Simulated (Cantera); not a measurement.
## Equilibrium for calcination and drying: MgCO3 + H2 + CO2

Charge: 1 mol MgCO3, a varied amount of H2, 0.013 mol CO2, equilibrated at 1975 °C and 0.000510 bar.

Method: chemical equilibrium by Gibbs-energy minimisation in Cantera with the NASA 1993 tables (ideal gas, pure condensed phases). Candidate condensed phases: C, C6H6, C7H8, C8H18, H2O, Mg, MgCO3, MgO, Mg(OH)2; 116 gas species. The tables' values for MgH are old estimates; treat these amounts as uncertain. The numbers say what is thermodynamically allowed, not how fast it happens.

```csv
n(H2) (mol),x CO2,x CO,x H2O,x Mg,x H2,x O2,x H,x O,x OH,n MgO(s)
0.054,0.316,0.293,0.0146,0.117,0.00248,0.158,0.0162,0.0643,0.0143,0.799
0.09,0.303,0.288,0.0268,0.121,0.00470,0.150,0.0223,0.0625,0.0191,0.787
0.15,0.282,0.281,0.0470,0.126,0.00859,0.137,0.0301,0.0598,0.0247,0.767
0.25,0.253,0.269,0.0777,0.135,0.0152,0.120,0.0401,0.0559,0.0307,0.731
0.41,0.214,0.252,0.118,0.149,0.0256,0.0980,0.0521,0.0505,0.0360,0.667
0.67,0.167,0.226,0.166,0.171,0.0412,0.0742,0.0660,0.0440,0.0397,0.547
1.1,0.118,0.190,0.210,0.204,0.0621,0.0526,0.0811,0.0370,0.0411,0.314
1.8,0.0756,0.156,0.247,0.224,0.0935,0.0321,0.0995,0.0289,0.0394,0
3.1,0.0342,0.143,0.257,0.172,0.197,0.00780,0.144,0.0143,0.0282,0
```
x: gas mole fraction; n: condensed amount in mol.

From 0.054 mol H2 to 1.1 mol H2 the condensed part is MgO(s). From 1.8 mol H2 to 3.1 mol H2 nothing is condensed. The main Mg-bearing gas is Mg throughout.
